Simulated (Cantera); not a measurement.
Charge: 1 mol CH3OH, 0.029 mol O2, 18 mol H2, at 2023 K and 24.0 Pa.

Method: chemical equilibrium by Gibbs-energy minimisation in Cantera with the NASA 1993 tables (ideal gas, pure condensed phases). Candidate condensed phases: C, C6H6, C7H8, C8H18, H2O; 110 gas species. Rates play no part.

Base state: H2 0.840, H 0.112, CO 0.0449, H2O 0.00254, OH 3.54e-5, CO2 2.91e-5 (mole fractions); condensed: gas only.

Question: What changes in the equilibrium state with this change: temperature from 2023 K to 2125 K?

Answer: 
| species | before | after |
|---|---|---|
| H2 | 0.840 | 0.752 |
| H | 0.112 | 0.203 |
| CO | 0.0449 | 0.0428 |
| O | 3.44e-6 | 1.52e-5 |
| OH | 3.54e-5 | 7.92e-5 |
| CO2 | 2.91e-5 | 2.67e-5 |

Question: What changes in the equilibrium state with this change: temperature from 2023 K to 2898 K?

Answer: 
```
species   before    after
-------  -------  -------
H          0.112    0.957
CO        0.0449   0.0248
H2         0.840   0.0169
H2O      0.00254  2.28e-6
O        3.44e-6  0.00139
CO2      2.91e-5  4.66e-7
```

Question: What changes in the equilibrium state with this change: temperature from 2023 K to 2273.15 K?

Answer: 
```csv
species,before,after
H2,0.840,0.555
H,0.112,0.404
CO,0.0449,0.0380
O,3.44e-6,0.000105
OH,3.54e-5,0.000211
H2O,0.00254,0.00186
CO2,2.91e-5,2.31e-5
```
